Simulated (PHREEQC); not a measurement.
Solution (25 °C): 3.3 mmol/kgw HBr, 0.83 mmol/kgw Cu(NO3)2 and 2.1 mmol/kgw MgCl2. It is in equilibrium with CO2 at log p = -2 (atm). Otherwise closed; pH follows from the charge balance.

Equilibrium calculation in PHREEQC: ion-association model, wateq4f.dat.

Question: The ionic strength comes out as 0.0121 mol/kgw. What activity coefficients do H+, Cl-, NO3-, Mg+2, Cu+2 get?

Answer: H+ 0.91, Cl- 0.89, NO3- 0.89, Mg+2 0.65, Cu+2 0.65.

This is a speciation only: nothing precipitates in the calculation.
